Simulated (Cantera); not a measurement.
An adiabatic, constant-pressure homogeneous reactor starts with H2 : O2 : N2 = 1 : 0.455 : 1.71 (molar parts), at 1150 K and 3.30 bar. Integrator tolerance rtol = 1e-08.

Cantera simulation using the H2/O2 subset of GRI-Mech 3.0, which has no nitrogen chemistry; the numbers are that mechanism's predictions, not measurements. The hydrogen kinetics of GRI-Mech 3.0 are dated; newer H2 mechanisms differ, most at raised pressure.

Task: What does this change do: initial temperature 1150 to 1173 K?

Result: 
| quantity | before | after |
|---|---|---|
| time of steepest temperature rise | 30.7 µs | 23.4 µs |
| temperature at 0.300 s | 2853 K | 2862 K |
| equilibrium temperature | 2853 K | 2862 K |
| x(H2) at 0.300 s | 0.0526 (gas-phase equilibrium 0.0526) | 0.0532 (gas-phase equilibrium 0.0532) |
| x(O2) at 0.300 s | 0.00665 (gas-phase equilibrium 0.00665) | 0.00688 (gas-phase equilibrium 0.00688) |
| x(H2O) at 0.300 s | 0.290 (gas-phase equilibrium 0.290) | 0.289 (gas-phase equilibrium 0.289) |
| x(OH) at 0.300 s | 0.0203 (gas-phase equilibrium 0.0203) | 0.0209 (gas-phase equilibrium 0.0209) |
| x(H) at 0.300 s | 0.0125 (gas-phase equilibrium 0.0125) | 0.0130 (gas-phase equilibrium 0.0130) |

Task: What does this change do: pressure from 3.30 bar to 4.90 bar?

Result: 
```
quantity                                                            before                                    after
---------------------------------  ---------------------------------------  ---------------------------------------
time of steepest temperature rise                                  30.7 µs                                  44.0 µs
temperature at 0.300 s                                              2853 K                                   2881 K
equilibrium temperature                                             2853 K                                   2881 K
x(H2) at 0.300 s                     0.0526 (gas-phase equilibrium 0.0526)    0.0511 (gas-phase equilibrium 0.0511)
x(O2) at 0.300 s                   0.00665 (gas-phase equilibrium 0.00665)  0.00598 (gas-phase equilibrium 0.00598)
x(H2O) at 0.300 s                      0.290 (gas-phase equilibrium 0.290)      0.294 (gas-phase equilibrium 0.294)
x(OH) at 0.300 s                     0.0203 (gas-phase equilibrium 0.0203)    0.0193 (gas-phase equilibrium 0.0193)
x(H) at 0.300 s                      0.0125 (gas-phase equilibrium 0.0125)    0.0111 (gas-phase equilibrium 0.0111)
```

Task: What does this change do: pressure from 3.30 bar to 5.00 bar?

Result: 
| quantity | before | after |
|---|---|---|
| time of steepest temperature rise | 30.7 µs | 46.5 µs |
| temperature at 0.300 s | 2853 K | 2883 K |
| equilibrium temperature | 2853 K | 2883 K |
| x(H2) at 0.300 s | 0.0526 (gas-phase equilibrium 0.0526) | 0.0510 (gas-phase equilibrium 0.0510) |
| x(O2) at 0.300 s | 0.00665 (gas-phase equilibrium 0.00665) | 0.00595 (gas-phase equilibrium 0.00595) |
| x(H2O) at 0.300 s | 0.290 (gas-phase equilibrium 0.290) | 0.294 (gas-phase equilibrium 0.294) |
| x(OH) at 0.300 s | 0.0203 (gas-phase equilibrium 0.0203) | 0.0192 (gas-phase equilibrium 0.0192) |
| x(H) at 0.300 s | 0.0125 (gas-phase equilibrium 0.0125) | 0.0110 (gas-phase equilibrium 0.0110) |
